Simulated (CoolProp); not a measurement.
Computed with CoolProp (reference Helmholtz-energy equation of state, Lemmon 2006). It is a short technical equation, of lower accuracy than the large ones.

Question: For toluene, give the phase and the cp (kJ/(kg K)), cv (kJ/(kg K)), expansivity (1/kK), conductivity (mW/(m K)) at -77.05 °C and 17.7 MPa.

Answer: 
- -77.05 °C and 17.7 MPa: liquid; cp 1.47, cv 1.04, expansivity 0.952, conductivity 159

Thermal conductivity comes from a separate model (Assael 2012).
